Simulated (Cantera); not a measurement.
A perfectly stirred reactor is fed with C2H6 : H2 = 1 : 91 (molar parts), at 668 Torr; it is held at 1025 K, and followed from long to short residence time.

Cantera simulation using GRI-Mech 3.0 (53 species, 325 reactions); the numbers are that mechanism's predictions, not measurements. GRI-Mech 3.0 stops at C3 and has no aromatics, soot or wall deposition, so with more carbon than oxygen in the feed, carbon stays in small species such as C2H2 where larger ones or solid carbon would form.

x: mole fraction; the columns are a selection and need not sum to one.

```json
[
 {"τ (s)": "0.85", "x C2H6": "0.00832", "x H2": "0.989", "x C2H": "<1e-12", "x CH4": "…", "x C2H2": "3.04e-6", "x H": "1.41e-7", "x C2H4": "0.00237"},
 {"τ (s)": "0.41", "x C2H6": "0.00912", "x H2": "0.989", "x C2H": "<1e-12", "x CH4": "…", "x C2H2": "1.26e-6", "x H": "1.44e-7", "x C2H4": "0.00165"},
 {"τ (s)": "0.20", "x C2H6": "0.00980", "x H2": "0.989", "x C2H": "<1e-12", "x CH4": "…", "x C2H2": "4.24e-7", "x H": "1.45e-7", "x C2H4": "0.00102"},
 {"τ (s)": "0.095", "x C2H6": "0.0103", "x H2": "0.989", "x C2H": "<1e-12", "x CH4": "…", "x C2H2": "1.14e-7", "x H": "1.43e-7", "x C2H4": "0.000550"},
 {"τ (s)": "0.046", "x C2H6": "0.0106", "x H2": "0.989", "x C2H": "<1e-12", "x CH4": "…", "x C2H2": "2.68e-8", "x H": "1.36e-7", "x C2H4": "0.000273"},
 {"τ (s)": "0.022", "x C2H6": "0.0107", "x H2": "0.989", "x C2H": "<1e-12", "x CH4": "…", "x C2H2": "5.13e-9", "x H": "1.21e-7", "x C2H4": "0.000121"},
 {"τ (s)": "0.011", "x C2H6": "0.0108", "x H2": "0.989", "x C2H": "<1e-12", "x CH4": "…", "x C2H2": "8.50e-10", "x H": "9.72e-8", "x C2H4": "4.94e-5"},
 {"τ (s)": "0.0051", "x C2H6": "0.0109", "x H2": "0.989", "x C2H": "<1e-12", "x CH4": "…", "x C2H2": "7.81e-11", "x H": "6.28e-8", "x C2H4": "1.49e-5"},
 {"τ (s)": "0.0025", "x C2H6": "0.0109", "x H2": "0.989", "x C2H": "<1e-12", "x CH4": "…", "x C2H2": "6.03e-12", "x H": "3.51e-8", "x C2H4": "4.09e-6"},
 {"τ (s)": "0.0012", "x C2H6": "0.0109", "x H2": "0.989", "x C2H": "<1e-12", "x CH4": "…", "x C2H2": "<1e-12", "x H": "1.76e-8", "x C2H4": "9.78e-7"}
]
```

Problem. What belongs in the gaps?

Solution. 
- 0.85, x CH4: 0.000306
- 0.41, x CH4: 0.000160
- 0.20, x CH4: 8.21e-5
- 0.095, x CH4: 3.90e-5
- 0.046, x CH4: 1.76e-5
- 0.022, x CH4: 7.02e-6
- 0.011, x CH4: 2.52e-6
- 0.0051, x CH4: 6.80e-7
- 0.0025, x CH4: 2.14e-7
- 0.0012, x CH4: 8.33e-8
